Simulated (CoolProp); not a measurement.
R1234ze(E) along the isobar 5.44 bar: fugacity coefficient from the reference equation and from simpler models built on Tc = 109.4 °C, pc = 36.35 bar, ω = 0.313; each cubic takes its own stable root.

The numbers come from the reference Helmholtz-energy equation of state, Thol 2016 in CoolProp.

```csv
T (°C),phase,reference,van der Waals,Soave-Redlich-Kwong,Peng-Robinson
-17.95,liquid,0.1901,0.8860,0.1907,0.1908
-7.65,liquid,0.2856,0.8958,0.2880,0.2864
2.65,liquid,0.4122,0.9045,0.4175,0.4133
13.05,liquid,0.5761,0.9123,0.5858,0.5777
23.35,liquid,0.7776,0.9192,0.7929,0.7799
33.75,gas,0.8878,0.9254,0.8968,0.8906
44.05,gas,0.9000,0.9309,0.9068,0.9007
54.35,gas,0.9105,0.9359,0.9157,0.9097
64.75,gas,0.9197,0.9404,0.9237,0.9177
75.05,gas,0.9276,0.9445,0.9307,0.9249
85.35,gas,0.9345,0.9482,0.9371,0.9314
95.75,gas,0.9406,0.9517,0.9428,0.9372
106.05,gas,0.9460,0.9548,0.9479,0.9425
116.35,gas,0.9508,0.9576,0.9525,0.9472
```

At some of these states van der Waals gives the other phase, because its saturation line lies elsewhere.
